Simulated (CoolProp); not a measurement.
Nitrous oxide at 259.89 K and 1.54 MPa is throttled through a valve to 0.415 MPa with no heat exchange. Each further row changes one setting.

Computed with CoolProp (reference Helmholtz-energy equation of state, Lemmon 2006). It is a short technical equation, of lower accuracy than the large ones.

```
case                       temperature change (K)  final density (kg/m³)
-------------------------  ----------------------  ---------------------
as stated                                   -19.9                   9.59
outlet pressure 0.124 MPa                   -25.6                   2.84
outlet pressure 0.539 MPa                   -17.6                   12.5
```
